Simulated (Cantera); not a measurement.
Stirred combustor or abatement burner

A perfectly stirred reactor is fed with 3.08 % CH₄, 14.7 % O₂, 82.3 % N₂, at 2850 Torr; it is adiabatic with a 775 K inlet, and is followed from long to short residence time, starting on the burning branch (τ in s: 0.027, 0.013, 0.0064, 0.0031, 0.0015, 0.00073, 0.00035, 0.00017, 8.3e-05, 4e-05, 2e-05, 9.5e-06).

Detailed kinetics in Cantera: GRI-Mech 3.0 (53 species, 325 reactions).

| τ (s) | T (K) | x CH₄ | x O₂ | x HCN | x C₂H₆ | x CO₂ | x CH₂ |
|---|---|---|---|---|---|---|---|
| 0.027 | 1478 | 5.38e-5 | 0.0854 | 1.67e-9 | 5.32e-8 | 0.0302 | 1.89e-8 |
| 0.013 | 1474 | 9.32e-5 | 0.0856 | 1.87e-9 | 1.18e-7 | 0.0297 | 3.54e-8 |
| 0.0064 | 1465 | 0.000166 | 0.0862 | 1.97e-9 | 2.74e-7 | 0.0288 | 6.26e-8 |
| 0.0031 | 1446 | 0.000343 | 0.0874 | 2.00e-9 | 8.62e-7 | 0.0268 | 1.05e-7 |
| 0.0015 | 775 | 0.0308 | 0.147 | <1e-12 | <1e-12 | <1e-12 | <1e-12 |
| 0.00073 | 775 | 0.0308 | 0.147 | <1e-12 | <1e-12 | <1e-12 | <1e-12 |
| 0.00035 | 775 | 0.0308 | 0.147 | <1e-12 | <1e-12 | <1e-12 | <1e-12 |
| 0.00017 | 775 | 0.0308 | 0.147 | <1e-12 | <1e-12 | <1e-12 | <1e-12 |
| 8.3e-5 | 775 | 0.0308 | 0.147 | <1e-12 | <1e-12 | <1e-12 | <1e-12 |
| 4.0e-5 | 775 | 0.0308 | 0.147 | <1e-12 | <1e-12 | <1e-12 | <1e-12 |
| 2.0e-5 | 775 | 0.0308 | 0.147 | <1e-12 | <1e-12 | <1e-12 | <1e-12 |
| 9.5e-6 | 775 | 0.0308 | 0.147 | <1e-12 | <1e-12 | <1e-12 | <1e-12 |
x: mole fraction; the columns are a selection and need not sum to one.
